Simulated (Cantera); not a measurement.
Input: 1 mol Fe3O4, 0.51 mol C, a varied amount of H2, at 1923.15 K and 75.0 Torr.

Cantera equilibrium calculation (NASA polynomials, part measured and part estimated; ideal gas, pure solids and liquids). Candidate condensed phases: C, C6H6, C7H8, C8H18, Fe, Fe(CO)5, FeO, Fe(OH)2, Fe(OH)3, Fe2O3, Fe3O4, H2O; 114 gas species. Each liquid is taken as pure. Mutual solubility and eutectic melting of coexisting phases are not modelled. The tables' stoichiometric FeO is somewhat more stable than real wüstite, so its field is too wide. FeO: taken at fixed stoichiometry. Rates play no part.

### Question
Which condensed phases are stable at each of these points (n(H2) (mol)): 0.86, 1.1, 1.5, 1.9, 2.4, 3.2, 4.1, 5.3, 6.9?

### Answer
```tsv
n(H2) (mol)	condensed phases	Fe condensed (%)
0.86	FeO(l)	100.0
1.1	FeO(l)	99.9
1.5	Fe(l) + FeO(l)	99.9
1.9	Fe(l) + FeO(l)	99.9
2.4	Fe(l) + FeO(l)	99.8
3.2	Fe(l) + FeO(l)	99.8
4.1	Fe(l) + FeO(l)	99.8
5.3	Fe(l) + FeO(l)	99.7
6.9	Fe(l) + FeO(l)	99.6
```

From 0.86 mol H2 to 1.1 mol H2 the condensed part is FeO(l). From 1.5 mol H2 to 6.9 mol H2 the condensed part is Fe(l) + FeO(l).
